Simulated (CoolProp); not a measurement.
The numbers come from the reference Helmholtz-energy equation of state, Lemmon 2009 in CoolProp.

**Question.** Give the vapour pressure (bar), vapour density (kg/m³), liquid cp (kJ/(kg K)) of saturated propane at 240.8 K.

**Answer.** 
```
T (K)  p (bar)  vapour density (kg/m³)  liquid cp (kJ/(kg K))
-----  -------  ----------------------  ---------------------
240.8     1.53                    3.54                   2.29
```
